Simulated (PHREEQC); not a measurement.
Make-up at 25 °C: 0.042 mol/kgw ZnSO4, 0.00091 mol/kgw MgSO4 and 3.8e-05 mol/kgw Na2SO4. Closed to the air; pH follows from the charge balance.

The numbers come from PHREEQC with the ion-association model, wateq4f.dat.

```tsv
quantity	before	after
pH	5.61	5.49
ionic strength (mol/kgw)	0.0927	0.0929
Zn+2 (mol/kgw)	0.0226	0.0226
SO4-2 (mol/kgw)	0.0204	0.0204
ZnSO4 (mol/kgw)	0.0165	0.0165
Zn(SO4)2-2 (mol/kgw)	0.00281	0.00281
SI of Zincite(c) (ZnO)	-1.95	-2.19
SI of Goslarite (ZnSO4:7H2O)	-2.19	-2.19
```

### Question
What was changed between the two runs?
A) diluted 5-fold with water
B) MgSO4 from 0.00091 to 0.00182 mol/kgw
C) MgSO4 replaced by CuSO4 at the same molality
D) MgSO4 from 0.00091 to 0.00136 mol/kgw

### Answer
C, MgSO4 replaced by CuSO4 at the same molality

No solid was allowed to form. Some of these states are supersaturated (in Brochantite, Antlerite, for instance).
